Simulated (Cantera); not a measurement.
Feed: 1 mol SiCl4, 0.17 mol NO, equilibrated at 0.150 bar.

Equilibrium computed with Cantera from the NASA thermochemical tables; the gas is ideal and each condensed phase is pure. Candidate condensed phases: Si, SiO2, Si2N2O, Si3N4; 23 gas species. The tables hold silica as quartz up to 1696 K and as liquid above; real silica turns to tridymite and cristobalite and melts near 1996 K. Equilibrium is a limit: real reactors are often held back by kinetics, nucleation or transport.

Problem. Which condensed phases are stable at each of these points (T (K)): 700, 800, 900, 1000, 1100, 1200, 1300?

Solution. 
```csv
T (K),condensed phases,Si condensed (%)
700,SiO2(α-quartz),8.5
800,SiO2(α-quartz),8.5
900,SiO2(β-quartz),8.5
1000,SiO2(β-quartz),8.5
1100,SiO2(β-quartz),8.5
1200,SiO2(β-quartz),8.5
1300,SiO2(β-quartz),8.5
```

From 700 K to 800 K the condensed part is SiO2(α-quartz). From 900 K to 1300 K the condensed part is SiO2(β-quartz).
